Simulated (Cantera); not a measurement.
Abatement and gas-phase synthesis: NF3 + H2

Charge: 1 mol NF3, a varied amount of H2, at 1975 K and 1 atm.

Cantera equilibrium calculation (NASA polynomials, part measured and part estimated; ideal gas, pure solids and liquids). Rates play no part.

```
n(H2) (mol)  log p HF  log p F  log p H2  log p N2
-----------  --------  -------  --------  --------
0.17            -1.01    -0.12      <-11     -0.84
0.22            -0.89    -0.13      <-11     -0.84
0.28            -0.79    -0.15      <-11     -0.84
0.36            -0.68    -0.18      <-11     -0.84
0.47            -0.56    -0.23      <-11     -0.84
0.59            -0.47    -0.28      <-11     -0.84
0.76            -0.36    -0.37      <-11     -0.84
0.97            -0.25    -0.51      <-11     -0.84
1.2             -0.16    -0.76    -11.38     -0.84
1.6             -0.07    -5.59     -1.55     -0.85
2               -0.12    -5.96     -0.90     -0.90
2.6             -0.18    -6.17     -0.62     -0.96
```
log p: log10 of the partial pressure in bar; nothing condenses.

From 0.17 mol H2 to 2.6 mol H2 nothing is condensed.
